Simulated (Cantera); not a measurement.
Cantera run, input and output.

```python
import numpy as np
import cantera as ct

gas = ct.Solution("gri30.yaml")
gas.TPX = 650, 101325, {'CH4': 1, 'C2H6': 0.23, 'O2': 6, 'N2': 17.9}
inlet = ct.Reservoir(gas, clone=True)
gas.equilibrate("HP")  # start burning
reactor = ct.IdealGasConstPressureReactor(gas, energy="on", clone=False)
exhaust = ct.Reservoir(gas, clone=True)
tau = [0.066, 0.02, 0.0061, 0.0019, 0.00056, 0.00017, 5.2e-05, 1.6e-05, 4.8e-06][0]
for a, b in ((inlet, reactor), (reactor, exhaust)):
    ct.MassFlowController(a, b, mdot=lambda t: reactor.mass / tau)
net = ct.ReactorNet([reactor])
show = ['CH4', 'C2H6', 'O2', 'C2H', 'NO2', 'CH2O']

rows = []
print(f"{'tau/s':>10s}{'T/K':>9s}" + "".join(f"{s:>11s}" for s in show))
for tau in [0.066, 0.02, 0.0061, 0.0019, 0.00056, 0.00017, 5.2e-05, 1.6e-05, 4.8e-06]:
    net.initial_time = 0.0
    net.advance(30 * tau)
    before = gas.X
    net.advance(40 * tau)
    drift = np.max(np.abs(gas.X - before) / (gas.X + 1e-9))
    rows.append([gas.T, *gas[show].X, drift])
    print(f"{tau:10.3e}{gas.T:9.1f}" + "".join(f"{x:11.3e}" for x in gas[show].X))
```

It prints:

```
     tau/s      T/K        CH4       C2H6         O2        C2H        NO2       CH2O
 6.600e-02   1866.9  6.796e-06  3.432e-07  1.262e-01  5.478e-10  6.216e-08  9.493e-07
 2.000e-02   1858.1  1.481e-05  8.113e-07  1.261e-01  1.126e-09  4.030e-08  2.222e-06
 6.100e-03   1841.4  3.178e-05  1.827e-06  1.261e-01  1.886e-09  2.357e-08  5.152e-06
 1.900e-03   1811.2  6.964e-05  4.078e-06  1.265e-01  2.511e-09  1.242e-08  1.195e-05
 5.600e-04   1754.7  1.764e-04  1.029e-05  1.280e-01  2.713e-09  6.352e-09  3.027e-05
 1.700e-04   1656.1  5.931e-04  3.407e-05  1.334e-01  2.766e-09  3.027e-09  9.071e-05
 5.200e-05    650.0  3.979e-02  9.152e-03  2.388e-01 -1.125e-40 -4.685e-20 -1.584e-16
 1.600e-05    650.0  3.979e-02  9.152e-03  2.388e-01  5.062e-44 -2.498e-21 -8.447e-18
 4.800e-06    650.0  3.979e-02  9.152e-03  2.388e-01 -3.667e-46 -4.559e-24 -1.536e-20
```

Model: GRI-Mech 3.0 (53 species, 325 reactions), integrated in Cantera.
